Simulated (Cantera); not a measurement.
Input: 1 mol HgO, 0.069 mol O₂, 15 mol H₂, at 1350 °C and 86.0 Pa.

Equilibrium computed with Cantera from the NASA thermochemical tables; the gas is ideal and each condensed phase is pure. Candidate condensed phases: H₂O, Hg, HgO; 10 gas species. Kinetics and transport are ignored.

Base state: H₂ 0.864, H₂O 0.0710, Hg 0.0624, H 0.00219 (mole fractions); condensed: gas only.

Question: What changes in the equilibrium state with this change: temperature from 1350 °C to 450 °C?

Answer: 
| species | before | after |
|---|---|---|
| H₂ | 0.864 | 0.866 |
| H₂O | 0.0710 | 0.0711 |
| Hg | 0.0624 | 0.0625 |
| H | 0.00219 | <1e-9 |

Question: What changes in the equilibrium state with this change: O₂ from 0.069 to 0.83 mol?

Answer: 
| species | before | after |
|---|---|---|
| H₂ | 0.864 | 0.769 |
| H₂O | 0.0710 | 0.166 |
| Hg | 0.0624 | 0.0624 |
| H | 0.00219 | 0.00207 |
| OH | 7.54e-6 | 1.87e-5 |
